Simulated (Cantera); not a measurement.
An adiabatic, constant-pressure homogeneous reactor starts with CO : H₂ : CH₄ : O₂ : N₂ = 1 : 0.31 : 0.57 : 0.855 : 3.21 (molar parts), equivalence ratio 2.1, at 950 K and 1300000 Pa.

Detailed kinetics in Cantera: GRI-Mech 3.0 (53 species, 325 reactions). The pressure lies above the range GRI-Mech 3.0 was tuned for (to about 10 atm). Below about 1000 K GRI-Mech 3.0 lacks low-temperature oxidation paths.

Task: Predict: time of steepest temperature rise; temperature at 10.0 s; equilibrium temperature; x(CO) at 10.0 s; x(H₂) at 10.0 s; x(CH₄) at 10.0 s; x(O₂) at 10.0 s; x(N₂O) at 10.0 s.

Result: 
* **time of steepest temperature rise**: 15.0 ms
* **temperature at 10.0 s**: 2251 K
* **equilibrium temperature**: 2251 K
* **x(CO) at 10.0 s**: 0.202 (gas-phase equilibrium 0.202)
* **x(H₂) at 10.0 s**: 0.0993 (gas-phase equilibrium 0.0993)
* **x(CH₄) at 10.0 s**: 2.57e-9 (gas-phase equilibrium 2.83e-9)
* **x(O₂) at 10.0 s**: 3.41e-7 (gas-phase equilibrium 3.41e-7)
* **x(N₂O) at 10.0 s**: 2.37e-9 (gas-phase equilibrium 2.37e-9)
